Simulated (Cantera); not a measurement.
# Ignition delay

Mixture: CH₄ : O₂ : N₂ : H₂O = 1 : 2.2 : 12.5 : 2.1 (molar parts), equivalence ratio 0.91, at 1600000 Pa, adiabatic and at constant volume. Ignition delay is the time to a rise of 400 K.

Cantera simulation using GRI-Mech 3.0 (53 species, 325 reactions); the numbers are that mechanism's predictions, not measurements. The pressure lies above the range GRI-Mech 3.0 was tuned for (to about 10 atm).

```tsv
T0 (K)	delay (ms)
1098	14.4
1198	3.95
1298	1.33
1398	0.499
1498	0.198
1598	0.0806
1698	0.0341
1798	0.0154
```

```
Item                                                    Result
--------------------------------------------------  ----------
apparent activation energy between 1598 and 1798 K  200 kJ/mol
```
